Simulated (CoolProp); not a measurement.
Vapour-liquid equilibrium of R134a (1) + R1234ze(E) (2) at 0.0717 bar; x and y are mole fractions of (1).

Model: multi-fluid Helmholtz-energy mixture model, Tillner-Roth 1994 and Thol 2016; pair parameters Bell 2022, in CoolProp.

```csv
x,bubble temperature (K),y at the bubble point,dew temperature at overall composition x (K),liquid density (mol/L)
0.05,206.1,0.092,206.4,12.53
0.2,204.6,0.301,205.3,12.86
0.35,203.6,0.455,204.3,13.20
0.5,203.0,0.585,203.4,13.54
0.65,202.4,0.706,202.7,13.89
0.8,202.0,0.828,202.1,14.25
0.95,201.8,0.955,201.8,14.63
```

No azeotrope shows between x = 0.05 and 0.95.

Pair parameters are fitted to limited data, so mixtures are less certain than the pure fluids.
